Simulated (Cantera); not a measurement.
Mixture: 5.53 % CH₄, 0.348 % H₂, 17.8 % O₂, 66.9 % N₂, 9.40 % H₂O, at 9.87 atm, adiabatic and at constant pressure. Ignition delay is the time to a rise of 400 K.

Detailed kinetics in Cantera: GRI-Mech 3.0 (53 species, 325 reactions).

Problem. Predict: delay at 1098 K; delay at 1298 K; delay at 1498 K; delay at 1698 K; apparent activation energy between 1598 and 1798 K.

Solution. 
| Quantity | Value |
|---|---|
| delay at 1098 K | 6.70 ms |
| delay at 1298 K | 0.787 ms |
| delay at 1498 K | 0.137 ms |
| delay at 1698 K | 28.2 µs |
| apparent activation energy between 1598 and 1798 K | 170 kJ/mol |
